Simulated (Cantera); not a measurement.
A Cantera script and what it prints.

```python
import numpy as np
import cantera as ct

gas_names = """
    O2 CL2
""".split()
cond_names = """
    Ca(a) CaCL2(s) CaO(s)
""".split()


# ... load() reads the species with a 1 bar reference pressure and builds the phases ...
species = {s.name: s for s in load("nasa_gas.yaml", gas_names) + load("nasa_condensed.yaml", cond_names)}
T = 625
g = {n: (s.thermo.h(T) - T * s.thermo.s(T)) / (ct.gas_constant * T * np.log(10)) for n, s in species.items()}
valid = cond_names  # the entries whose range holds T


def stable(la, lb):
    # potentials (over RT ln 10) of the two non-metals from log10 p(O2) and log10 p(CL2) in bar
    mu = {}
    mu["O"] = (g["O2"] + la) / 2
    mu["Cl"] = (g["CL2"] + lb) / 2
    cost = {}
    for n in valid:
        c = species[n].composition
        cost[n] = (g[n] - sum(c.get(e, 0) * m for e, m in mu.items())) / c["Ca"]
    return min(cost, key=cost.get)


results = []
for lb in [0, -6.6, -13.1, -19.7, -26.2, -32.8, -39.3, -45.9, -52.4, -59]:
    row = [stable(la, lb) for la in [-20, -18.6, -17.1, -15.7, -14.3, -12.9, -11.4, -10, -8.6, -7.1, -5.7, -4.3, -2.9, -1.4, 0]]
    results.append(row)
    print(f"{lb:6.1f}  " + " ".join(f"{valid.index(n):x}" for n in row))
print("key: " + ", ".join(f"{i:x} {n}" for i, n in enumerate(valid)))
```

Result:

```
   0.0  1 1 1 1 1 1 1 1 1 1 1 1 1 1 1
  -6.6  1 1 1 1 1 1 1 1 1 1 1 1 1 1 1
 -13.1  1 1 1 1 1 1 1 1 1 1 1 2 2 2 2
 -19.7  1 1 2 2 2 2 2 2 2 2 2 2 2 2 2
 -26.2  2 2 2 2 2 2 2 2 2 2 2 2 2 2 2
 -32.8  2 2 2 2 2 2 2 2 2 2 2 2 2 2 2
 -39.3  2 2 2 2 2 2 2 2 2 2 2 2 2 2 2
 -45.9  2 2 2 2 2 2 2 2 2 2 2 2 2 2 2
 -52.4  2 2 2 2 2 2 2 2 2 2 2 2 2 2 2
 -59.0  2 2 2 2 2 2 2 2 2 2 2 2 2 2 2
key: 0 Ca(a), 1 CaCL2(s), 2 CaO(s)
```

Source: NASA polynomial tables (part measured, part estimated), evaluated in Cantera. Not in the tables: oxide halides.
